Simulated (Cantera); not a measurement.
Feed: 1 mol Fe2O3, 2.5 mol H2, equilibrated at 1.90 bar.

Equilibrium computed with Cantera from the NASA thermochemical tables; the gas is ideal and each condensed phase is pure. Candidate condensed phases: Fe, FeO, Fe(OH)2, Fe(OH)3, Fe2O3, Fe3O4, H2O; 12 gas species. The tables' stoichiometric FeO is somewhat more stable than real wüstite, so its field is too wide. FeO: taken at fixed stoichiometry. Equilibrium is a limit: real reactors are often held back by kinetics, nucleation or transport.

log p: log10 of the partial pressure in bar; n: condensed amount in mol.

```csv
T (K),log p H2,log p H2O,log p H,log p Fe(OH)2,n FeO(s),n FeO(l)
1000,0.06,-0.12,-8.62,-8.07,2.00,0
1100,0.06,-0.12,-7.56,-7.21,2.00,0
1200,0.06,-0.12,-6.68,-6.49,2.00,0
1300,0.06,-0.12,?,?,2.00,0
1400,0.06,-0.12,-5.28,-5.37,2.00,0
1500,0.06,-0.12,?,?,2.00,0
1600,0.06,-0.12,-4.24,-4.54,2.00,0
1700,0.06,-0.12,-3.80,-4.22,0,2.00
1800,0.06,-0.12,-3.42,-3.96,0,2.00
```

### Question
Some entries are withheld; supply them.

### Answer

- 1300, log p H: -5.93
- 1300, log p Fe(OH)2: -5.89
- 1500, log p H: -4.73
- 1500, log p Fe(OH)2: -4.93
